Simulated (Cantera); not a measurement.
# Adiabatic ignition

An adiabatic, constant-volume homogeneous reactor starts with 8.05 % H₂, 19.3 % O₂, 72.6 % N₂, equivalence ratio 0.21, at 1550 K and 0.987 atm.

Computed with Cantera and the H2/O2 subset of GRI-Mech 3.0, which has no nitrogen chemistry.

| t (s) | T (K) | P (bar) | x H₂ | x O₂ | x H | x O | x H₂O |
|---|---|---|---|---|---|---|---|
| 4.00e-6 | 1550 | 1.000 | 0.0805 | 0.193 | 3.66e-6 | 1.87e-6 | 4.94e-6 |
| 1.02e-5 | 1551 | 1.00 | 0.0784 | 0.192 | 0.000908 | 0.000477 | 0.00143 |
| 2.60e-5 | 1758 | 1.12 | 0.00507 | 0.145 | 0.0143 | 0.0254 | 0.0637 |
| 6.62e-5 | 2011 | 1.26 | 0.00271 | 0.150 | 0.00418 | 0.0131 | 0.0722 |
| 0.000169 | 2160 | 1.34 | 0.000939 | 0.155 | 0.000725 | 0.00438 | 0.0782 |
| 0.000430 | 2215 | 1.37 | 0.000300 | 0.157 | 0.000124 | 0.00138 | 0.0810 |
| 0.00110 | 2222 | 1.38 | 0.000229 | 0.158 | 8.28e-5 | 0.00106 | 0.0814 |
| 0.00279 | 2222 | 1.38 | 0.000229 | 0.158 | 8.26e-5 | 0.00105 | 0.0814 |
| 0.00711 | 2222 | 1.38 | 0.000229 | 0.158 | 8.26e-5 | 0.00105 | 0.0814 |
| 0.0181 | 2222 | 1.38 | 0.000229 | 0.158 | 8.26e-5 | 0.00105 | 0.0814 |
| 0.0462 | 2222 | 1.38 | 0.000229 | 0.158 | 8.26e-5 | 0.00105 | 0.0814 |
| 0.118 | 2222 | 1.38 | 0.000229 | 0.158 | 8.26e-5 | 0.00105 | 0.0814 |
| 0.300 | 2222 | 1.38 | 0.000229 | 0.158 | 8.26e-5 | 0.00105 | 0.0814 |
x: mole fraction; the columns are a selection and need not sum to one.

The time of steepest temperature rise comes out as 16.3 µs. The temperature at 0.300 s comes out as 2222 K. The equilibrium temperature is 2222 K, the x(H₂) at 0.300 s is 0.000229 (gas-phase equilibrium 0.000229) and the x(O₂) at 0.300 s comes out as 0.158 (gas-phase equilibrium 0.158). The x(H) at 0.300 s is 8.26e-5 (gas-phase equilibrium 8.26e-5).
